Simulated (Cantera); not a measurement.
Charge: 1 mol SiHCl₃, a varied amount of NH₃, equilibrated at 1698.15 K and 15000 Pa.

These are equilibrium values from Cantera (NASA tables, ideal gas, pure condensed phases), not measurements of a reactor. Candidate condensed phases: NH₄Cl, Si, Si₃N₄; 28 gas species. The numbers say what is thermodynamically allowed, not how fast it happens.

Question: What share of the Si ends up in condensed phases as a function of n(NH₃) (mol), at 2.1, 2.6, 3.3, 4.2, 5.3, 6.7, 8.4, 11, 13, 17, 21, 27, 34?

Answer: 
| n(NH₃) (mol) | Si condensed (%) | as |
|---|---|---|
| 2.1 | 35.1 | Si₃N₄(s) |
| 2.6 | 41.4 | Si₃N₄(s) |
| 3.3 | 48.6 | Si₃N₄(s) |
| 4.2 | 55.7 | Si₃N₄(s) |
| 5.3 | 62.3 | Si₃N₄(s) |
| 6.7 | 68.5 | Si₃N₄(s) |
| 8.4 | 73.7 | Si₃N₄(s) |
| 11 | 79.2 | Si₃N₄(s) |
| 13 | 82.0 | Si₃N₄(s) |
| 17 | 85.9 | Si₃N₄(s) |
| 21 | 88.5 | Si₃N₄(s) |
| 27 | 90.9 | Si₃N₄(s) |
| 34 | 92.7 | Si₃N₄(s) |
